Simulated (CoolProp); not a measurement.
Vapour-liquid equilibrium of isohexane (1) + methanol (2) at 351.5 K; x and y are mole fractions of (1).

Model: multi-fluid Helmholtz-energy mixture model, Lemmon 2006 and de Reuck 1993; pair parameters Bell 2016, in CoolProp.

```
x     bubble pressure, mixture model (bar)  bubble pressure, Raoult's law (bar)  y, mixture model  y, Raoult's law
----  ------------------------------------  -----------------------------------  ----------------  ---------------
0.05                                     …                                1.709                 …            0.051
0.2                                      …                                1.715             0.456            0.203
0.35                                     …                                1.720             0.497            0.355
0.5                                  2.929                                1.726                 …            0.505
0.65                                 2.914                                1.731             0.517            0.655
0.8                                  2.771                                1.737                 …            0.803
0.95                                     …                                1.743                 …            0.951
```

Q: What belongs in the gaps?

A: 
- 0.05, bubble pressure, mixture model (bar): 2.174
- 0.05, y, mixture model: 0.238
- 0.2, bubble pressure, mixture model (bar): 2.808
- 0.35, bubble pressure, mixture model (bar): 2.921
- 0.5, y, mixture model: 0.504
- 0.8, y, mixture model: 0.574
- 0.95, bubble pressure, mixture model (bar): 2.173
- 0.95, y, mixture model: 0.789

The largest gap from Raoult's law is +69.8 % in bubble pressure, at x = 0.35. y crosses x between x = 0.5 and 0.65: the model has an azeotrope there.

The pair parameters rest on a limited set of measurements; away from them the model extrapolates. With so large a gap from Raoult's law the liquid may split in two, which this calculation doesn't test in full.
